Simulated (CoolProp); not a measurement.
The fluid at 293.15 K and 0.0613 MPa expands adiabatically to 0.00504 MPa with isentropic efficiency 0.7. The same conditions are run with several fluids, on thermodynamics alone (safety and materials aside).

Computed with CoolProp (reference Helmholtz-energy equation of state of each fluid (R152A: Outcalt 1996; propylene: Lemmon 2013; C3F8 (R218): Lemmon 2006)).

```tsv
fluid	work (kJ/kg)	final temperature (K)	final density (kg/m³)
R152A	54.3	233.8	(withheld)
propylene	(withheld)	(withheld)	0.110
C3F8 (R218)	(withheld)	264.7	0.431
```

**Question.** What belongs in the gaps?

**Answer.** 
- R152A, final density (kg/m³): 0.172
- propylene, work (kJ/kg): 84.8
- propylene, final temperature (K): 231.6
- C3F8 (R218), work (kJ/kg): 20.9
